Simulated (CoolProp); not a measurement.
A single-stage vapour-compression cycle with R142b: evaporating at 263.15 K (dew point), condensing at 314.15 K (bubble point), superheat 10 K, subcooling 0 K, compressor efficiency 0.8, no pressure losses. Each further row changes one setting.

Computed with CoolProp (reference Helmholtz-energy equation of state, Lemmon 2006). It is a short technical equation, of lower accuracy than the large ones.

```tsv
case	cooling COP	pressure ratio	discharge temperature (K)	refrigerating effect (kJ/kg)	volumetric capacity (kJ/m³)
as stated	3.35	5.50	339.2	166	744
evaporating temperature 268.15 K	3.87	4.50	336.9	169	916
condensing temperature 309.15 K	3.81	___	___	173	774
subcooling 5 K	3.49	5.50	339.2	173	774
superheat 20 K	___	5.50	___	___	750
compressor efficiency 0.7	2.93	5.50	346.4	166	744
```

**Question.** What belongs in the gaps?

**Answer.** 
- condensing temperature 309.15 K, pressure ratio: 4.78
- condensing temperature 309.15 K, discharge temperature (K): 333.5
- superheat 20 K, cooling COP: 3.38
- superheat 20 K, discharge temperature (K): 349.7
- superheat 20 K, refrigerating effect (kJ/kg): 174
